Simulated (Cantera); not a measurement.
A Cantera script and what it prints.

```python
import numpy as np
import cantera as ct

gas_names = """
    H HNO HNO2 HNO3 HO2 H2 H2O H2O2 N NH NH2 NH3 NH2OH NO NO2 NO3 N2 N2H2 N2H4 N2O O OH O2 O3 Si SiH
    SiH2 SiH3 SiH4 SiN SiO SiO2 Si2 Si2N Si3
""".split()
cond_names = """
    H2O(s) H2O(L) Si(cr) Si(L) SiO2(Lqz) SiO2(hqz) SiO2(L) Si2N2O(s) Si3N4(a)
""".split()


# ... load() reads the species with a 1 bar reference pressure and builds the phases ...
atoms = {
    'Si2H6': {'Si': 2, 'H': 6},
    'H2O': {'H': 2, 'O': 1},
    'N2': {'N': 2},
}
top_T = {'Si2N2O(s)': 2100, 'Si3N4(a)': 2400}  # K; cautious upper limits of use, not melting points


# ... equilibrate(T, P, feed) seeds the gas with the atoms and calls Mixture.equilibrate('TP', solver="vcs", rtol=1e-11, max_steps=5000) ...
results = []
T = 2073.15  # K
P = 61000  # Pa
for m in [1.2, 1.4, 1.6, 1.9, 2.1, 2.5, 2.8, 3.2, 3.7, 4.3, 4.9]:
    feed = {'Si2H6': 1, 'H2O': m, 'N2': 31}  # mol
    mix = equilibrate(T, P, feed)
    results.append((T, P, feed, dict(zip(mix.species_names, mix.species_moles))))

top = {s: max(r[3][s] / sum(r[3][g] for g in gas_names) for r in results) for s in gas_names}
cols = sorted((s for s in top if top[s] > 0.001), key=lambda s: -top[s])[:7]
seen = [c for c in cond_names if any(r[3].get(c, 0) > 1e-12 for r in results)]
print("log10 of partial pressures in bar; condensed amounts in mol")
print(f"{'n(H2O)':>10s}" + "".join(f"{s[:9]:>10s}" for s in cols + seen))
for T, P, feed, n in results:
    ng = sum(n[g] for g in gas_names)
    print(f"{feed['H2O']:10.4g}" + "".join(f"{np.log10(max(n[s] / ng * P / 1e5, 1e-99)):10.3f}" for s in cols)
          + "".join(f"{n.get(c, 0):10.4g}" for c in seen))
```

It prints:

```
log10 of partial pressures in bar; condensed amounts in mol
    n(H2O)        N2        H2       SiO       H2O         H   SiO2(L) Si2N2O(s)  Si3N4(a)
       1.2    -0.280    -1.141    -1.902    -6.216    -3.150         0    0.4761     0.105
       1.4    -0.284    -1.125    -1.859    -6.117    -3.142         0     0.592         0
       1.6    -0.290    -1.116    -1.695    -5.786    -3.137         0    0.3947         0
       1.9    -0.300    -1.102    -1.534    -5.460    -3.131         0   0.09644         0
       2.1    -0.304    -1.093    -1.508    -3.249    -3.126   0.06478         0         0
       2.5    -0.304    -1.061    -1.606    -3.120    -3.110    0.4526         0         0
       2.8    -0.304    -1.039    -1.695    -3.009    -3.099    0.7387         0         0
       3.2    -0.304    -1.012    -1.845    -2.831    -3.086     1.108         0         0
       3.7    -0.305    -0.985    -2.113    -2.536    -3.072     1.518         0         0
       4.3    -0.309    -0.969    -2.523    -2.111    -3.064     1.811         0         0
       4.9    -0.315    -0.969    -2.825    -1.808    -3.064     1.904         0         0
```

Cantera equilibrium calculation (NASA polynomials, part measured and part estimated; ideal gas, pure solids and liquids). The feed counts by its element totals alone. Mutual solubility and eutectic melting of coexisting phases are not modelled. The tables' values for SiN are old estimates; treat these amounts as uncertain. The tables hold silica as quartz up to 1696 K and as liquid above; real silica turns to tridymite and cristobalite and melts near 1996 K. Gases not in the tables: Si(OH)4, Si2H6 and higher silanes.
